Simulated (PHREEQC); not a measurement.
Dissolve 0.33 mol/kgw HF, 0.0058 mol/kgw NaF and 0.0047 mol/kgw H2SiF6 at 67 °C. Closed to the air; pH follows from the charge balance.

Computed with PHREEQC (ion-association model, phreeqc.dat).

This is a speciation only: nothing precipitates in the calculation.

Order these F species by the share of F that they hold, largest first: HF2-, F-, SiF6-2, HF.

HF (85 %), SiF6-2 (7.7 %), HF2- (5.0 %), F- (1.8 %)

The pH is 1.78 and the ionic strength 0.0298 mol/kgw. Complexes and solids missing from the database can't appear. Constants without temperature data keep their 25 °C values here. SiF6-2 is the database's only silicon fluoride.
